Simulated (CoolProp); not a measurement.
Vapour pressure (MPa) of R236EA: the reference equation beside estimates from Tc = 139.3 °C, pc = 3.414 MPa, ω = 0.368.

The numbers come from the reference Helmholtz-energy equation of state, Rui 2013 in CoolProp.

```
T (°C)  reference  Lee-Kesler  van der Waals
------  ---------  ----------  -------------
30.85      0.2514      0.2523         0.8862
36.85      0.3056      0.3070         0.9747
42.85      0.3684      0.3703          1.069
48.75      0.4393      0.4416          1.167
54.75      0.5215      0.5243          1.272
60.75      0.6150      0.6181          1.383
66.65      0.7188      0.7221          1.498
72.65      0.8373      0.8407          1.621
78.65      0.9701      0.9733          1.750
84.65       1.118       1.121          1.885
90.55       1.280       1.282          2.024
96.55       1.462       1.463          2.172
```

Absolute difference from the reference over all 12 rows, mean and median: Lee-Kesler 0.4 and 0.4 %, van der Waals 129.5 and 116.6 %.
